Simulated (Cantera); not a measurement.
**Ignition delay**

Mixture: CH4 : C2H6 : C3H8 : O2 : N2 : H2O = 1 : 0.1 : 0.32 : 1.8 : 12 : 0.66 (molar parts), at 0.360 bar, adiabatic and at constant volume. Ignition delay is the time to a rise of 400 K.

Computed with Cantera and GRI-Mech 3.0 (53 species, 325 reactions). GRI-Mech 3.0 was tuned for natural gas; its chemistry of propane as a main component is partial and can be far from experiment.

| T0 (K) | delay (ms) |
|---|---|
| 1125 | 65.8 |
| 1225 | 10.9 |
| 1325 | 2.48 |
| 1425 | 0.783 |
| 1525 | 0.323 |
| 1625 | 0.164 |
| 1725 | 0.0966 |
| 1825 | 0.0630 |
| 1925 | 0.0444 |
| 2025 | 0.0330 |

```
Item                                                   Result
--------------------------------------------------  ---------
apparent activation energy between 1825 and 2025 K  99 kJ/mol
```
